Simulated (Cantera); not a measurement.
A closed system holds: 1 mol BN, 9.3 mol NF₃, 0.62 mol N₂, held at 1275 K and 100000 Pa.

Method: chemical equilibrium by Gibbs-energy minimisation in Cantera with the NASA 1993 tables (ideal gas, pure condensed phases). Candidate condensed phases: B, BN; 13 gas species. Kinetics and transport are ignored.

Base state: F 0.444, F₂ 0.281, N₂ 0.233, BF₃ 0.0405, NF₃ 0.00106, NF₂ 1.37e-5 (mole fractions); condensed: gas only.

**Question.** What changes in the equilibrium state with this change: temperature from 1275 K to 1598.15 K?

**Answer.** 
```csv
species,before,after
F,0.444,0.746
N₂,0.233,0.188
F₂,0.281,0.0329
BF₃,0.0405,0.0326
NF₃,0.00106,3.49e-6
NF₂,1.37e-5,2.82e-6
```

**Question.** What changes in the equilibrium state with this change: temperature from 1275 K to 1850 K?

**Answer.** 
```
species   before    after
-------  -------  -------
F          0.444    0.778
N₂         0.233    0.183
BF₃       0.0405   0.0318
F₂         0.281  0.00642
NF₃      0.00106  8.42e-8
NF₂      1.37e-5  7.82e-7
```
